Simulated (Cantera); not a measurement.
A jet of 3.04 % CH₄, 8.00 % O₂, 89.0 % N₂, equivalence ratio 0.76 at 300 K and 0.420 bar hits a platinum plate 5.9 cm away at a mass flux of 0.039 kg/m²/s; the plate temperature is set and raised in steps from an oxygen-covered start.

Detailed kinetics in Cantera: Deutschmann's 1995 Pt surface mechanism with GRI-Mech 3.0 gas chemistry. Catalytic surfaces can have several steady states; this one follows from the mechanism file's or the stated starting coverage.

x: mole fraction at the wall; θ: surface coverage.

| plate T (K) | wall x CH₄ | wall x O₂ | wall x H₂O | wall x OH | wall x CO | wall x CO₂ | θ free Pt | θ O* | θ OH* |
|---|---|---|---|---|---|---|---|---|---|
| 900 | 0.00840 | 0.0333 | 0.0411 | 2.12e-8 | 3.09e-6 | 0.0269 | 0.184 | 0.812 | 0.00337 |
| 950 | 0.00459 | 0.0253 | 0.0480 | 5.84e-8 | 2.39e-6 | 0.0315 | 0.261 | 0.736 | 0.00337 |
| 1000 | ? | ? | 0.0512 | ? | ? | 0.0336 | ? | ? | 0.00311 |
| 1050 | ? | 0.0198 | 0.0527 | ? | 1.83e-6 | 0.0347 | ? | ? | ? |
| 1100 | 0.00140 | 0.0187 | 0.0535 | 7.08e-7 | 1.76e-6 | 0.0352 | 0.477 | 0.520 | 0.00244 |
| 1150 | 0.00108 | 0.0182 | 0.0540 | 1.39e-6 | 1.79e-6 | 0.0355 | 0.543 | 0.455 | 0.00213 |

Q: Some entries are withheld; supply them.

A: 
- 1000, wall x CH₄: 0.00282
- 1000, wall x O₂: 0.0216
- 1000, wall x OH: 1.47e-7
- 1000, wall x CO: 2.01e-6
- 1000, θ free Pt: 0.336
- 1000, θ O*: 0.661
- 1050, wall x CH₄: 0.00191
- 1050, wall x OH: 3.36e-7
- 1050, θ free Pt: 0.408
- 1050, θ O*: 0.589
- 1050, θ OH*: 0.00278
